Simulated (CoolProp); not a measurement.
A single-stage vapour-compression cycle with R410A: evaporating at 233.15 K (dew point), condensing at 286.15 K (bubble point), superheat 10 K, subcooling 8 K, compressor efficiency 0.9, no pressure losses. Each further row changes one setting.

Model: reference Helmholtz-energy equation of state, Lemmon 2003, in CoolProp. It is a pseudo-pure fit of the blend.

```
case                              cooling COP  pressure ratio  discharge temperature (K)  refrigerating effect (kJ/kg)  volumetric capacity (kJ/m³)
--------------------------------  -----------  --------------  -------------------------  ----------------------------  ---------------------------
as stated                                3.23            6.79                      335.1                           206                         1360
evaporating temperature 238.15 K         3.72            5.45                      330.1                           209                         1700
condensing temperature 281.15 K           ___            5.86                        ___                           214                         1410
subcooling 13 K                          3.35            6.79                      335.1                           214                         1410
superheat 20 K                           3.20            6.79                      346.5                           214                         1350
compressor efficiency 0.8                 ___            6.79                      343.1                           206                         1360
```

Q: Some entries are withheld; supply them.

A: 
- condensing temperature 281.15 K, cooling COP: 3.66
- condensing temperature 281.15 K, discharge temperature (K): 327.3
- compressor efficiency 0.8, cooling COP: 2.87
